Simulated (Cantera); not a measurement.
An isothermal, constant-pressure homogeneous reactor starts with H2 : O2 = 0.018 : 1 (molar parts), equivalence ratio 0.0090, at 1375 K and 0.0267 bar.

Model: the H2/O2 subset of GRI-Mech 3.0, which has no nitrogen chemistry, integrated in Cantera. Radical loss at walls, strong at low pressure, is not modelled.

x: mole fraction; the columns are a selection and need not sum to one.

```tsv
t (s)	x H2	x O2	x H	x H2O2	x HO2	x OH
2.00e-5	0.0177	0.982	5.73e-9	1.25e-12	1.14e-8	6.13e-9
5.11e-5	0.0177	0.982	9.73e-9	8.07e-12	2.92e-8	2.46e-8
0.000131	0.0177	0.982	2.53e-8	5.10e-11	7.48e-8	1.07e-7
0.000334	0.0177	0.982	2.08e-7	3.08e-10	1.93e-7	1.06e-6
0.000855	0.0173	0.982	3.44e-5	2.22e-9	8.16e-7	0.000177
0.00219	0.000197	0.966	0.000954	4.64e-8	1.66e-6	0.00238
0.00559	0.000113	0.967	0.000798	3.88e-8	1.51e-6	0.00209
0.0143	9.77e-5	0.969	0.000637	3.74e-8	1.41e-6	0.00195
0.0366	7.01e-5	0.973	0.000380	3.39e-8	1.20e-6	0.00165
0.0935	3.56e-5	0.977	0.000134	2.66e-8	8.36e-7	0.00118
0.239	1.16e-5	0.980	2.47e-5	1.61e-8	4.25e-7	0.000676
0.612	___	0.982	___	___	___	___
1.56	___	0.982	___	___	___	___
4.00	1.45e-7	0.982	3.40e-8	8.30e-10	3.08e-8	7.58e-5
```

Task: What belongs in the gaps?

Result: 
- 0.612, x H2: 2.76e-6
- 0.612, x H: 2.83e-6
- 0.612, x H2O2: 7.15e-9
- 0.612, x HO2: 1.56e-7
- 0.612, x OH: 0.000330
- 1.56, x H2: 5.98e-7
- 1.56, x H: 2.86e-7
- 1.56, x H2O2: 2.51e-9
- 1.56, x HO2: 5.30e-8
- 1.56, x OH: 0.000154
